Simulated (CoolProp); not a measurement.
Vapour-liquid equilibrium of R22 (1) + benzene (2) at 319 K; x and y are mole fractions of (1).

Computed with CoolProp (multi-fluid Helmholtz-energy mixture model, Kamei 1995 and Thol 2012; pair parameters Bell 2016).

| x | bubble pressure (MPa) | y at the bubble point | dew pressure at overall composition x (MPa) | liquid density (mol/L) |
|---|---|---|---|---|
| 0.05 | 0.1280 | 0.762 | 0.03246 | 11.03 |
| 0.2 | … | … | 0.03855 | 11.46 |
| 0.35 | 0.5972 | 0.956 | 0.04741 | 11.89 |
| 0.5 | 0.8249 | … | … | 12.30 |
| 0.65 | 1.073 | 0.983 | 0.08764 | 12.67 |
| 0.8 | 1.346 | 0.991 | 0.1518 | 12.92 |
| 0.95 | 1.650 | 0.998 | 0.5419 | … |

Task: Complete the blanks.

Result: 
- 0.2, bubble pressure (MPa): 0.3752
- 0.2, y at the bubble point: 0.923
- 0.5, y at the bubble point: 0.972
- 0.5, dew pressure at overall composition x (MPa): 0.06155
- 0.95, liquid density (mol/L): 12.89

No azeotrope shows between x = 0.05 and 0.95.

Pair parameters are fitted to limited data, so mixtures are less certain than the pure fluids. The gap from Raoult's law changes sign with composition, which may be real or a fault of the pair parameters; it wasn't checked against measurements.
